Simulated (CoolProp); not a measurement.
Properties of sulfur hexafluoride along the isobar 8.38 bar (Tc = 318.7 K, pc = 37.55 bar, ω = 0.210).

The numbers come from the reference Helmholtz-energy equation of state, Guder 2009 in CoolProp.

```tsv
T (K)	phase	Z	expansivity (1/kK)	Prandtl number
283.8	gas	0.8787	5.375	0.841
292	gas	?	4.987	0.828
300.1	gas	0.9016	4.671	0.817
308.3	gas	0.9108	4.401	0.809
316.4	gas	0.9188	4.172	0.802
324.6	gas	0.9260	3.969	0.796
332.7	gas	0.9323	3.793	0.791
340.9	gas	0.9380	3.634	0.786
349	gas	0.9430	3.492	0.782
357.2	gas	?	3.363	0.778
365.3	gas	0.9518	3.246	0.775
373.4	gas	0.9555	3.138	0.772
381.6	gas	0.9589	3.038	0.769
389.7	gas	0.9620	2.947	?
```

**Question.** Fill in the missing entries.

**Answer.** 
- 292, Z: 0.8911
- 357.2, Z: 0.9476
- 389.7, Prandtl number: 0.767

Viscosity comes from a separate model (Quiñones-Cisneros 2012). Thermal conductivity comes from a separate model (Assael 2012).
